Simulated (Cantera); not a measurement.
An isothermal plug-flow reactor at 500 K and 4.00 bar (inlet), inlet velocity 0.52 m/s, active area per volume 1700 1/m; feed H2 : O2 : N2 : H2O = 0.007 : 0.15 : 0.79 : 0.036 (molar parts).

Model: Deutschmann's 1995 Pt surface mechanism with GRI-Mech 3.0 gas chemistry, integrated in Cantera. Catalytic surfaces can have several steady states; this one follows from the mechanism file's or the stated starting coverage. Mass transfer to the wall is taken as infinitely fast.

Task: What does this change do: temperature 500 to 775 K?

Result: 
```csv
quantity,before,after
x(H2) at z = 0.07 m,1.64e-5,<1e-12
x(O2) at z = 0.07 m,0.150,0.150
x(H2O) at z = 0.07 m,0.0439,0.0439
θ(O*) at the exit,0.993,0.983
θ(OH*) at the exit,0.00679,0.00542
```

Task: What does this change do: pressure from 4.00 bar to 1.40 bar?

Result: 
| quantity | before | after |
|---|---|---|
| x(H2) at z = 0.07 m | 1.64e-5 | 1.63e-5 |
| x(O2) at z = 0.07 m | 0.150 | 0.150 |
| x(H2O) at z = 0.07 m | 0.0439 | 0.0439 |
| θ(O*) at the exit | 0.993 | 0.996 |
| θ(OH*) at the exit | 0.00679 | 0.00404 |
